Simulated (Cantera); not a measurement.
Cantera with NASA thermochemical tables; ideal gases at 1 bar, condensed phases pure. Values are per mole of reaction as written; species without (g) are pure solids or liquids, kept so even where they would boil at 1 bar.

H2S(g) → 2 H(g) + S

| T (K) | ΔH° (kJ) | ΔS° (J/K) | ΔG° (kJ) | log10 K |
|---|---|---|---|---|
| 748 | 475.4 | 95.4 | 404.0 | -28.21 |
| 798 | 476.9 | 97.4 | 399.2 | -26.13 |
| 848 | 478.4 | 99.2 | 394.3 | -24.29 |
| 898 | ___ | ___ | ___ | ___ |
| 948 | ___ | ___ | ___ | ___ |
| 998 | 483.0 | 104.2 | 379.0 | -19.84 |

Q: Complete the blanks.

A: 
- 898, ΔH° (kJ): 480.0
- 898, ΔS° (J/K): 101.0
- 898, ΔG° (kJ): 389.3
- 898, log10 K: -22.64
- 948, ΔH° (kJ): 481.6
- 948, ΔS° (J/K): 102.7
- 948, ΔG° (kJ): 384.2
- 948, log10 K: -21.17
